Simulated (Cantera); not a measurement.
Input: 1 mol SiCl4, 3.1 mol N2, equilibrated at 1177 °C and 0.120 bar.

These are equilibrium values from Cantera (NASA tables, ideal gas, pure condensed phases), not measurements of a reactor. Candidate condensed phases: Si, Si3N4; 13 gas species. The tables' values for SiCl3 are old estimates; treat these amounts as uncertain. Kinetics and transport are ignored.

Base state: N2 0.755, SiCl4 0.242, SiCl3 0.00117, Cl 0.00105, Cl2 7.79e-5, SiCl2 2.05e-5 (mole fractions); condensed: gas only.

Task: What changes in the equilibrium state with this change: temperature from 1177 °C to 1152 °C?

Result: 
```
species   before     after
-------  -------  --------
N2         0.755     0.755
SiCl4      0.242     0.243
SiCl3    0.00117  0.000884
Cl       0.00105  0.000784
SiCl2    2.05e-5   1.27e-5
Cl2      7.79e-5   6.25e-5
```

Task: What changes in the equilibrium state with this change: temperature from 1177 °C to 627 °C?

Result: 
| species | before | after |
|---|---|---|
| N2 | 0.755 | 0.756 |
| SiCl4 | 0.242 | 0.244 |
| SiCl3 | 0.00117 | 8.22e-8 |
| Cl | 0.00105 | 3.33e-8 |
| SiCl2 | 2.05e-5 | <1e-9 |
| Cl2 | 7.79e-5 | 2.44e-8 |
